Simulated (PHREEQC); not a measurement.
A solution holds 7.6 mmol/kgw Li2CO3, 0.22 mmol/kgw Pb(NO3)2 and 120 mmol/kgw HNO3, at 20 °C. Closed to the air; pH follows from the charge balance.

All values are PHREEQC results (ion-association model, phreeqc.dat), not measurements.

Each row changes one thing in this solution. No solid was allowed to form.

```tsv
case	pH	(CO2)2 (mol/kgw)	HCO3- (mol/kgw)
as made	1.07	9.19e-7	4.83e-8
Pb(NO3)2 from 0.00022 to 0.000198 mol/kgw	1.07	9.19e-7	4.83e-8
temperature from 20 to 80 °C	1.08	4.11e-6	…
diluted 5-fold with water	1.73	3.60e-8	3.94e-8
diluted 2-fold with water	…	2.27e-7	4.39e-8
Pb(NO3)2 left out	1.07	9.19e-7	4.83e-8
Pb(NO3)2 from 0.00022 to 0.00044 mol/kgw	1.07	9.19e-7	4.84e-8
```

Q: Complete the blanks.

A: 
- temperature from 20 to 80 °C, HCO3- (mol/kgw): 5.62e-8
- diluted 2-fold with water, pH: 1.35

At this temperature some constants are extrapolated from 25 °C, and those without enthalpy data are left unchanged.
